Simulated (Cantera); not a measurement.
A closed system holds: 1 mol V, 4.1 mol N2O, 5.9 mol H2, equilibrated at 1375 K and 0.250 Pa.

Cantera equilibrium calculation (NASA polynomials, part measured and part estimated; ideal gas, pure solids and liquids). Candidate condensed phases: H2O, V, VN, VO, V2O3, V2O4, V2O5; 28 gas species. Condensed phases not in the tables: the oxides between V2O3 and V2O5 other than VO2. Rates play no part.

Base state: N2 0.410, H2 0.329, H2O 0.260, H 0.00124, VO2 7.01e-5, OH 1.77e-5 (mole fractions); condensed: V2O3(s).

Q: What changes in the equilibrium state with this change: temperature from 1375 K to 1425 K?

A: 
```tsv
species	before	after
N2	0.410	0.409
H2	0.329	0.328
H2O	0.260	0.259
H	0.00124	0.00247
VO2	7.01e-5	0.000304
OH	1.77e-5	4.27e-5
V2O3(s), mol	0.500	0.498
```
